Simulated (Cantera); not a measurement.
Charge: 1 mol Si₂H₆, 0.012 mol Cl₂, 3.8 mol H₂, held at 33000 Pa.

These are equilibrium values from Cantera (NASA tables, ideal gas, pure condensed phases), not measurements of a reactor. Candidate condensed phases: Si; 19 gas species. The feed counts by its element totals alone. Rates play no part.

Problem. At 1223 K, list the 3 most abundant gas species with their mole fractions, and the condensed phases.

Solution. H₂ 0.997, HCl 0.00344, SiCl₂ 2.88e-5. Condensed: Si(s).
